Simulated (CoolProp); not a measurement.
Values from CoolProp's reference Helmholtz-energy equation of state, Tillner-Roth 1997.

### Question
Give the vapour pressure (bar), liquid density (kg/m³), liquid cp (kJ/(kg K)), vapour Z of saturated CH2F2 (R32) at 241.1, 278.5 K.

### Answer
| T (K) | p (bar) | liquid density (kg/m³) | liquid cp (kJ/(kg K)) | vapour Z |
|---|---|---|---|---|
| 241.1 | 2.51 | 1160 | 1.63 | 0.925 |
| 278.5 | 9.62 | 1040 | 1.78 | 0.825 |
